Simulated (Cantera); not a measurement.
**Premixed flame**

A freely propagating, adiabatic, planar premixed flame of CH4 : O2 : N2 = 1 : 2.11 : 7.92 (molar parts), equivalence ratio 0.95, unburnt at 625 K and 1000000 Pa; mixture-averaged transport, grid criteria slope 0.08 and curve 0.16, no radiation.

Detailed kinetics in Cantera: GRI-Mech 3.0 (53 species, 325 reactions). Burning velocities carry a grid error of a few per cent, more on coarse grids.

```tsv
z (mm)	T (K)	u (m/s)	x CH4	x O2	x CO	x OH	x C2H6	x HCO
-0.187	626	0.581	0.0905	0.191	1.13e-5	<1e-8	8.83e-8	<1e-8
-0.125	633	0.589	0.0898	0.190	0.000141	<1e-8	1.88e-6	<1e-8
-0.0937	652	0.608	0.0883	0.189	0.000524	<1e-8	9.07e-6	<1e-8
-0.0625	748	0.700	0.0816	0.181	0.00264	1.46e-7	6.91e-5	<1e-8
-0.0312	1170	1.11	0.0543	0.142	0.0140	9.88e-6	0.000544	2.34e-7
-0.0156	1578	1.50	0.0280	0.0995	0.0267	0.000148	0.000693	5.56e-6
0	1976	1.88	0.00507	0.0535	0.0366	0.00193	6.14e-5	2.02e-5
0.0156	2152	2.04	0.000176	0.0305	0.0295	0.00584	7.76e-8	4.09e-6
0.0312	2228	2.10	3.47e-6	0.0235	0.0210	0.00690	<1e-8	1.75e-7
0.0625	2309	2.17	<1e-8	0.0187	0.0137	0.00634	<1e-8	2.43e-8
0.125	2372	2.22	<1e-8	0.0154	0.00912	0.00520	<1e-8	<1e-8
0.250	2406	2.25	<1e-8	0.0136	0.00651	0.00443	<1e-8	<1e-8
0.500	2416	2.25	<1e-8	0.0131	0.00569	0.00420	<1e-8	<1e-8
```
x: mole fraction of selected species; z is measured from the peak of heat release.

| Quantity | Value |
|---|---|
| laminar burning velocity | 58.0 cm/s |
| thermal thickness | 0.0625 mm |
| peak x(CO) | 0.0366 |
| peak x(OH) | 0.00691 |
| peak x(C2H6) | 0.000748 |
| peak x(HCO) | 2.02e-5 |
